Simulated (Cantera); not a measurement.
Charge: 1 mol Al, 1.7 mol H₂O, 3.5 mol H₂, equilibrated at 1252 °C and 3.90 bar.

Equilibrium computed with Cantera from the NASA thermochemical tables; the gas is ideal and each condensed phase is pure. Candidate condensed phases: Al, Al₂O₃, H₂O; 19 gas species. Gases not in the tables: Al(OH)₃. The numbers say what is thermodynamically allowed, not how fast it happens.

Base state: H₂ 0.962, H₂O 0.0385, H 1.17e-5 (mole fractions); condensed: Al₂O₃(s).

Q: What changes in the equilibrium state with this change: Al replaced by MgO?

A: 
```csv
species,before,after
H₂,0.962,0.673
H₂O,0.0385,0.327
H,1.17e-5,9.83e-6
"Al₂O₃(s), mol",0.500,0
"MgO(s), mol",0,1.00
```
Further candidate phases: Mg, MgO, Mg(OH)₂.
